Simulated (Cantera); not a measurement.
A closed system holds: 1 mol HBr, 0.58 mol O2, 6.7 mol N2, 4.2 mol H2O, equilibrated at 13.3 mbar.

Method: chemical equilibrium by Gibbs-energy minimisation in Cantera with the NASA 1993 tables (ideal gas, pure condensed phases). Candidate condensed phases: Br2, H2O; 27 gas species. Equilibrium is a limit: real reactors are often held back by kinetics, nucleation or transport.

Problem. At 2275 K, list the 4 most abundant gas species with their mole fractions, and the condensed phases.

Solution. N2 0.509, H2O 0.310, Br 0.0662, O2 0.0328. Condensed: gas only.
